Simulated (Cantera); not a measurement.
# Ignition delay

Mixture: 4.10 % C2H4, 19.2 % O2, 72.2 % N2, 4.51 % CO2, at 14300 Torr, adiabatic and at constant volume. Ignition delay is the time to a rise of 400 K.

Model: GRI-Mech 3.0 (53 species, 325 reactions), integrated in Cantera. GRI-Mech 3.0 was tuned for natural gas; its chemistry of ethylene as a main component is partial and can be far from experiment. The pressure lies above the range GRI-Mech 3.0 was tuned for (to about 10 atm).

```json
[
 {"T0 (K)": "1050", "delay (ms)": "22.6"},
 {"T0 (K)": "1100", "delay (ms)": "9.46"},
 {"T0 (K)": "1150", "delay (ms)": "3.51"},
 {"T0 (K)": "1200", "delay (ms)": "1.20"},
 {"T0 (K)": "1250", "delay (ms)": "0.406"},
 {"T0 (K)": "1300", "delay (ms)": "0.144"},
 {"T0 (K)": "1350", "delay (ms)": "0.0549"},
 {"T0 (K)": "1400", "delay (ms)": "0.0223"}
]
```

| Quantity | Result |
|---|---|
| apparent activation energy between 1300 and 1400 K | 280 kJ/mol |
